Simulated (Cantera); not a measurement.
Input (Python, Cantera) and output of one run.

```python
import numpy as np
import cantera as ct

gas_names = """
    H2 OH PH3 H2O2 P4 H2O
""".split()
cond_names = """
    P4O10(s)
""".split()


# ... load() reads the species with a 1 bar reference pressure and builds the phases ...
species = {s.name: s for s in load("nasa_gas.yaml", gas_names) + load("nasa_condensed.yaml", cond_names)}
# Each term lists the table entries of one substance; the one whose range holds T is used.
reactions = {
    'P4O10 + 11 H2(g) = 10 OH(g) + 4 PH3(g)':
        [(-1, ['P4O10(s)']), (-11, ['H2']), (10, ['OH']), (4, ['PH3'])],
    '4 PH3(g) + 6 H2O2(g) = P4(g) + 12 H2O(g)':
        [(-4, ['PH3']), (-6, ['H2O2']), (1, ['P4']), (12, ['H2O'])],
}


def pick(names, T):
    return next(species[n] for n in names if species[n].thermo.min_temp <= T <= species[n].thermo.max_temp)


results = []
for label, terms in reactions.items():
    print(label)
    print("     T/K   dH/kJ  dS/(J/K)   dG/kJ   log10 K")
    for T in [498, 523, 548, 573, 598, 623, 648, 673]:
        used = [(nu, pick(names, T)) for nu, names in terms]
        dH = sum(nu * s.thermo.h(T) for nu, s in used) / 1e6
        dS = sum(nu * s.thermo.s(T) for nu, s in used) / 1e3
        dG = dH - T * dS / 1e3
        logK = -dG * 1e6 / (ct.gas_constant * T * np.log(10))
        results.append((label, T, dH, dS, dG, logK, [s.name for _, s in used]))
        print(f"{T:8g} {dH:8.1f} {dS:8.1f} {dG:8.1f} {logK:8.2f}")
```

Result:

```
P4O10 + 11 H2(g) = 10 OH(g) + 4 PH3(g)
     T/K   dH/kJ  dS/(J/K)   dG/kJ   log10 K
     498   3402.0    954.0   2926.9  -306.99
     523   3398.4    946.9   2903.1  -289.94
     548   3394.6    940.0   2879.5  -274.47
     573   3390.8    933.2   2856.1  -260.36
     598   3386.9    926.5   2832.9  -247.44
     623   3382.9    919.9   2809.8  -235.58
     648   3378.8    913.5   2786.9  -224.64
     673   3374.6    907.1   2764.1  -214.53
4 PH3(g) + 6 H2O2(g) = P4(g) + 12 H2O(g)
     T/K   dH/kJ  dS/(J/K)   dG/kJ   log10 K
     498  -2038.9    319.2  -2197.9   230.53
     523  -2038.6    319.7  -2205.8   220.30
     548  -2038.5    319.9  -2213.8   211.02
     573  -2038.6    319.8  -2221.8   202.54
     598  -2038.8    319.5  -2229.8   194.77
     623  -2039.1    319.0  -2237.8   187.62
     648  -2039.5    318.3  -2245.8   181.03
     673  -2040.0    317.5  -2253.7   174.92
```

Cantera with NASA thermochemical tables; ideal gases at 1 bar, condensed phases pure. Condensed species are held in their standard states even where they would react or evaporate.
